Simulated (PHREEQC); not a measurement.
A solution holds 0.11 mol/kgw HF, 6.2e-05 mol/kgw H2SiF6, 0.024 mol/kgw HBF4 and 0.00013 mol/kgw H2SO4, at 15 °C. Closed to the air; pH follows from the charge balance.

Equilibrium calculation in PHREEQC: ion-association model, wateq4f.dat.

```
quantity                    before     after
------------------------  --------  --------
pH                            1.61      1.64
ionic strength (mol/kgw)    0.0278    0.0263
HF (mol/kgw)                0.0698    0.0407
H2F2 (mol/kgw)              0.0182   0.00618
F- (mol/kgw)               0.00270   0.00165
HF2- (mol/kgw)            0.000664  0.000237
```

Q: What was changed between the two runs?
(A) H2SiF6 replaced by Na2SiF6 at the same molality
(B) HF from 0.11 to 0.055 mol/kgw
(C) HF left out
(D) diluted 5-fold with water
(E) temperature from 15 to 25 °C

A: B, HF from 0.11 to 0.055 mol/kgw

This is a speciation only: nothing precipitates in the calculation. wateq4f.dat counts part of the HF as a dimer, H2F2, which phreeqc.dat doesn't know; its constant is uncertain. SiF6-2 is the database's only silicon fluoride. Real BF4- forms and hydrolyses slowly; the run takes it at equilibrium.
